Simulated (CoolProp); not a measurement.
A Linde-Hampson liquefier for nitrogen: isothermal reversible compression at 200 K from 1 atm to 10 MPa, throttling to 1 atm, return gas leaving the recuperator 2 K below the feed. Each further row changes one setting.

The numbers come from the reference Helmholtz-energy equation of state, Span 2000 in CoolProp.

```tsv
case	liquid yield per pass	compression work (kJ/kg of gas)
as stated	0.142	261
high pressure 20 MPa	0.229	296
warm-end temperature 230 K	0.093	307
warm-end gap 7 K	0.128	261
```
